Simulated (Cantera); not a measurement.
What does this Cantera script print?

```python
import numpy as np
import cantera as ct

gas_names = """
    B BCL BCL2 BCL3 BH BH2 BH3 BO BOCL BO2 B2 B2O B2O2 B2O3 B3O3CL3 B3O3H3 CL CLO CL2 H HBO HBO2 HCL
    HOCL HO2 H2 H2O H2O2 H3B3O6 O OH O2 O3
""".split()
cond_names = """
    B(b) B(L) B2O3(L) B3O3H3(cr) H2O(s) H2O(L)
""".split()


def load(file, names, dense=False):
    # The tables refer to 1 bar. Condensed volumes are neglected.
    table = {s.name: s for s in ct.Species.list_from_file(file)}
    out = []
    for n in names:
        d = dict(table[n].input_data)
        d["thermo"] = dict(d["thermo"], **{"reference-pressure": 1e5})
        if dense:
            d["equation-of-state"] = {"model": "constant-volume", "density": "1e6 g/cm^3"}
        out.append(ct.Species.from_dict(d))
    return out


gas = ct.Solution(thermo="ideal-gas", species=load("nasa_gas.yaml", gas_names))
cond = {s.name: ct.Solution(thermo="fixed-stoichiometry", species=[s], name=s.name)
        for s in load("nasa_condensed.yaml", cond_names, dense=True)}
atoms = {
    'BCl3': {'B': 1, 'CL': 3},
    'O2': {'O': 2},
    'H2': {'H': 2},
}
top_T = {}  # K; cautious upper limits of use, not melting points


def equilibrate(T, P, feed):
    n = {}
    for name, mol in feed.items():
        for a, k in atoms[name].items():
            n[a] = n.get(a, 0.0) + k * mol
    gas.TPX = T, P, n
    mass = sum(n.values()) * gas.mean_molecular_weight
    gas.equilibrate("TP")
    valid = [c for c in cond.values() if c.min_temp <= T <= top_T.get(c.name, c.max_temp)]
    mix = ct.Mixture([(gas, mass / gas.mean_molecular_weight)] + [(c, 0.0) for c in valid])
    mix.T, mix.P = T, P
    mix.equilibrate("TP", solver="vcs", rtol=1e-11, max_steps=5000)
    return mix


results = []
feed = {'BCl3': 1, 'O2': 1.7, 'H2': 3.1}  # mol
P = 46  # Pa
for T in [1875, 1925, 1975, 2025, 2075, 2125, 2175, 2225]:
    mix = equilibrate(T, P, feed)
    results.append((T, P, feed, dict(zip(mix.species_names, mix.species_moles))))
    x = sorted(zip(gas.X, gas.species_names), reverse=True)
    print(f"T = {T:g} K  P = {P:g} Pa  gas = {mix.phase_moles(0):.4g} mol")
    print("   x: " + "  ".join(f"{s} {v:.3e}" for v, s in x if v > 1e-06))
    print("   condensed (mol): " + ("  ".join(f"{mix.phase(i).name} {mix.phase_moles(i):.4g}"
          for i in range(1, mix.n_phases) if mix.phase_moles(i) > 1e-12) or "none"))
```

Output:

```
T = 1875 K  P = 46 Pa  gas = 5.442 mol
   x: HCL 4.568e-01  H2O 2.438e-01  HBO2 1.606e-01  CL 9.334e-02  H2 1.283e-02  B2O3 8.949e-03  O2 8.716e-03  OH 5.129e-03  BO2 4.092e-03  H 3.462e-03  BOCL 1.051e-03  O 1.047e-03  BO 1.310e-04  HBO 2.954e-05  CL2 2.038e-05  CLO 3.116e-06
   condensed (mol): none
T = 1925 K  P = 46 Pa  gas = 5.496 mol
   x: HCL 4.391e-01  H2O 2.404e-01  HBO2 1.564e-01  CL 1.055e-01  H2 1.945e-02  B2O3 9.401e-03  O2 8.512e-03  OH 6.640e-03  H 6.217e-03  BO2 5.227e-03  O 1.583e-03  BOCL 1.175e-03  BO 2.677e-04  HBO 5.365e-05  CL2 1.707e-05  CLO 3.341e-06
   condensed (mol): none
T = 1975 K  P = 46 Pa  gas = 5.568 mol
   x: HCL 4.179e-01  H2O 2.346e-01  HBO2 1.514e-01  CL 1.195e-01  H2 2.780e-02  H 1.064e-02  B2O3 9.805e-03  O2 8.786e-03  OH 8.553e-03  BO2 6.670e-03  O 2.408e-03  BOCL 1.294e-03  BO 5.192e-04  HBO 9.130e-05  CL2 1.464e-05  CLO 3.694e-06
   condensed (mol): none
T = 2025 K  P = 46 Pa  gas = 5.664 mol
   x: HCL 3.932e-01  H2O 2.262e-01  HBO2 1.453e-01  CL 1.350e-01  H2 3.763e-02  H 1.741e-02  OH 1.094e-02  B2O3 1.013e-02  O2 9.498e-03  BO2 8.480e-03  O 3.675e-03  BOCL 1.403e-03  BO 9.590e-04  HBO 1.463e-04  CL2 1.276e-05  CLO 4.182e-06  B2O2 1.492e-06
   condensed (mol): none
T = 2075 K  P = 46 Pa  gas = 5.789 mol
   x: HCL 3.649e-01  H2O 2.150e-01  CL 1.519e-01  HBO2 1.379e-01  H2 4.848e-02  H 2.735e-02  OH 1.384e-02  BO2 1.071e-02  O2 1.061e-02  B2O3 1.036e-02  O 5.599e-03  BO 1.695e-03  BOCL 1.496e-03  HBO 2.220e-04  CL2 1.121e-05  CLO 4.796e-06  B2O2 2.486e-06
   condensed (mol): none
T = 2125 K  P = 46 Pa  gas = 5.949 mol
   x: HCL 3.333e-01  H2O 2.007e-01  CL 1.694e-01  HBO2 1.291e-01  H2 5.976e-02  H 4.139e-02  OH 1.724e-02  BO2 1.336e-02  O2 1.209e-02  B2O3 1.045e-02  O 8.465e-03  BO 2.880e-03  BOCL 1.565e-03  HBO 3.212e-04  CL2 9.852e-06  CLO 5.516e-06  B2O2 3.942e-06
   condensed (mol): none
T = 2175 K  P = 46 Pa  gas = 6.154 mol
   x: HCL 2.991e-01  CL 1.868e-01  H2O 1.832e-01  HBO2 1.186e-01  H2 7.069e-02  H 6.052e-02  OH 2.107e-02  BO2 1.642e-02  O2 1.385e-02  O 1.264e-02  B2O3 1.035e-02  BO 4.719e-03  BOCL 1.605e-03  HBO 4.443e-04  CL2 8.600e-06  CLO 6.302e-06  B2O2 5.979e-06
   condensed (mol): none
T = 2225 K  P = 46 Pa  gas = 6.415 mol
   x: HCL 2.628e-01  CL 2.032e-01  H2O 1.627e-01  HBO2 1.064e-01  H 8.560e-02  H2 8.033e-02  OH 2.511e-02  BO2 1.977e-02  O 1.855e-02  O2 1.580e-02  B2O3 1.002e-02  BO 7.467e-03  BOCL 1.609e-03  HBO 5.887e-04  B2O2 8.687e-06  CL2 7.414e-06  CLO 7.096e-06
   condensed (mol): none
```

Cantera equilibrium calculation (NASA polynomials, part measured and part estimated; ideal gas, pure solids and liquids). The tables' values for BOCl are old estimates; treat these amounts as uncertain.
